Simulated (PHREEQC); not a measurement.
## Reverse-osmosis reject: an equilibrium model

Model water analysis in mg/kgw, 20 °C, pH 6.38, pe 10.6: Na 1630; K 1.04; Ca 75.1; Mg 72; Cl 2020; S(6) as SO4 1100; Alkalinity as HCO3 87.9; N(5) as NO3 27.1; B 0.457; Br 19.6; Cu(2) 58.7.

Valence states are taken as typed.

Model: ion-association model, wateq4f.dat, run in PHREEQC.

Precipitation was switched off in this run.

Task: Estimate the ionic strength.

Result: ionic strength 0.0915 mol/kgw.

Task: In which forms is Mg present?

Result: Mg+2 77 %, MgSO4 23 % of the Mg.

The solution is supersaturated, for example in Malachite, Atacamite, so a real one may precipitate; this is no full list.
